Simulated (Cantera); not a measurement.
What does this Cantera script print?

```python
import numpy as np
import cantera as ct

gas = ct.Solution("gri30.yaml")
gas.TPX = 650, 1000000, {'CO': 1, 'H2': 0.094, 'O2': 0.692, 'N2': 2.6}
inlet = ct.Reservoir(gas, clone=True)
gas.equilibrate("HP")  # start burning
reactor = ct.IdealGasConstPressureReactor(gas, energy="on", clone=False)
exhaust = ct.Reservoir(gas, clone=True)
tau = [0.11, 0.056, 0.03, 0.016, 0.0084, 0.0044, 0.0024, 0.0012, 0.00066, 0.00035, 0.00019, 9.9e-05, 5.2e-05][0]
for a, b in ((inlet, reactor), (reactor, exhaust)):
    ct.MassFlowController(a, b, mdot=lambda t: reactor.mass / tau)
net = ct.ReactorNet([reactor])
show = ['CO', 'H2', 'O2', 'H2O2', 'NO', 'OH', 'NO2']

rows = []
print(f"{'tau/s':>10s}{'T/K':>9s}" + "".join(f"{s:>11s}" for s in show))
for tau in [0.11, 0.056, 0.03, 0.016, 0.0084, 0.0044, 0.0024, 0.0012, 0.00066, 0.00035, 0.00019, 9.9e-05, 5.2e-05]:
    net.initial_time = 0.0
    net.advance(30 * tau)
    before = gas.X
    net.advance(40 * tau)
    drift = np.max(np.abs(gas.X - before) / (gas.X + 1e-9))
    rows.append([gas.T, *gas[show].X, drift])
    print(f"{tau:10.3e}{gas.T:9.1f}" + "".join(f"{x:11.3e}" for x in gas[show].X))
```

Output:

```
     tau/s      T/K         CO         H2         O2       H2O2         NO         OH        NO2
 1.100e-01   2477.6  1.315e-02  1.996e-04  3.894e-02  9.604e-08  8.421e-03  2.399e-03  1.050e-05
 5.600e-02   2477.2  1.330e-02  2.015e-04  3.916e-02  9.647e-08  8.112e-03  2.414e-03  1.023e-05
 3.000e-02   2476.4  1.355e-02  2.049e-04  3.951e-02  9.719e-08  7.624e-03  2.439e-03  9.796e-06
 1.600e-02   2474.6  1.400e-02  2.112e-04  4.009e-02  9.840e-08  6.861e-03  2.482e-03  9.117e-06
 8.400e-03   2470.6  1.485e-02  2.230e-04  4.099e-02  1.004e-07  5.774e-03  2.557e-03  8.150e-06
 4.400e-03   2462.2  1.635e-02  2.442e-04  4.229e-02  1.038e-07  4.480e-03  2.679e-03  7.002e-06
 2.400e-03   2447.3  1.870e-02  2.780e-04  4.390e-02  1.094e-07  3.278e-03  2.853e-03  5.930e-06
 1.200e-03   2417.9  2.293e-02  3.408e-04  4.630e-02  1.218e-07  2.123e-03  3.136e-03  4.819e-06
 6.600e-04   2379.5  2.818e-02  4.207e-04  4.892e-02  1.417e-07  1.376e-03  3.444e-03  3.879e-06
 3.500e-04   2324.7  3.535e-02  5.329e-04  5.226e-02  1.770e-07  8.187e-04  3.793e-03  2.822e-06
 1.900e-04   2258.5  4.372e-02  6.647e-04  5.598e-02  2.296e-07  4.739e-04  4.091e-03  1.872e-06
 9.900e-05   2172.9  5.424e-02  8.246e-04  6.057e-02  3.143e-07  2.608e-04  4.291e-03  1.131e-06
 5.200e-05   2069.4  6.685e-02  9.923e-04  6.611e-02  4.486e-07  1.490e-04  4.270e-03  6.964e-07
```

Detailed kinetics in Cantera: GRI-Mech 3.0 (53 species, 325 reactions). The hydrogen kinetics of GRI-Mech 3.0 are dated; newer H2 mechanisms differ, most at raised pressure.
